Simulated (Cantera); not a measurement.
An isothermal, constant-pressure homogeneous reactor starts with C2H6 : N2 = 1 : 79 (molar parts), at 1225 K and 0.00296 atm.

Cantera simulation using GRI-Mech 3.0 (53 species, 325 reactions); the numbers are that mechanism's predictions, not measurements. GRI-Mech 3.0 stops at C3 and has no aromatics, soot or wall deposition, so with more carbon than oxygen in the feed, carbon stays in small species such as C2H2 where larger ones or solid carbon would form. Radical loss at walls, strong at low pressure, is not modelled.

One state of this run: x C2H6 = 0.0104; x H = 1.06e-5; x HCN = 1.07e-8; x C2H = 3.89e-11; x CH3 = 0.000280; x CH2 = 1.07e-7. x: mole fraction; the columns are a selection and need not sum to one.

Task: Which value of t (s) does it belong to?
(A) 0.00953
(B) 0.984
(C) 0.0206
(D) 0.210

Result: D, 0.210
